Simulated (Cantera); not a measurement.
Charge: 1 mol SiC, 0.94 mol H₂O, 16 mol N₂, at 1900 K and 0.0780 bar.

These are equilibrium values from Cantera (NASA tables, ideal gas, pure condensed phases), not measurements of a reactor. Candidate condensed phases: C, C₆H₆, C₇H₈, C₈H₁₈, H₂O, Si, SiC, SiO₂, Si₂N₂O, Si₃N₄; 151 gas species. Mutual solubility and eutectic melting of coexisting phases are not modelled. Rates play no part.

Base state: N₂ 0.895, H₂ 0.0522, CO 0.0265, SiO 0.0257, H 0.000649, HCN 0.000182, Si 6.93e-5 (mole fractions); condensed: SiC(s) + Si₂N₂O(s).

Task: What changes in the equilibrium state with this change: H₂O from 0.94 to 0.0059 mol?

Result: 
```
species           before     after
--------------  --------  --------
N₂                 0.895     0.999
H₂                0.0522  0.000333
CO                0.0265  0.000212
SiO               0.0257  0.000157
H               0.000649   5.19e-5
HCN             0.000182   1.77e-5
Si               6.93e-5   6.04e-5
SiC(s), mol        0.524     0.996
Si₂N₂O(s), mol   0.00753         0
```
